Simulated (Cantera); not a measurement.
Input: 1 mol SiC, 0.024 mol O2, 390 mol H2, held at 1925 °C and 1.30 mbar.

Cantera equilibrium calculation (NASA polynomials, part measured and part estimated; ideal gas, pure solids and liquids). Candidate condensed phases: C, C6H6, C7H8, C8H18, H2O, Si, SiC, SiO2; 123 gas species. Kinetics and transport are ignored.

Base state: H2 0.854, H 0.143, Si 0.00223, C2H2 (acetylene) 0.00102, CO 0.000114, SiC2 9.99e-5, SiH 3.29e-5 (mole fractions); condensed: gas only.

### Question
What changes in the equilibrium state with this change: O2 from 0.024 to 0.68 mol?

### Answer
```json
[
 {"species": "H2", "before": "0.854", "after": "0.853"},
 {"species": "H", "before": "0.143", "after": "0.143"},
 {"species": "CO", "before": "0.000114", "after": "0.00237"},
 {"species": "C2H2 (acetylene)", "before": "0.00102", "after": "8.41e-9"},
 {"species": "Si", "before": "0.00223", "after": "0.00149"},
 {"species": "SiC2", "before": "9.99e-5", "after": "<1e-9"},
 {"species": "SiO", "before": "1.76e-7", "after": "0.000853"},
 {"species": "SiH", "before": "3.29e-5", "after": "2.21e-5"}
]
```
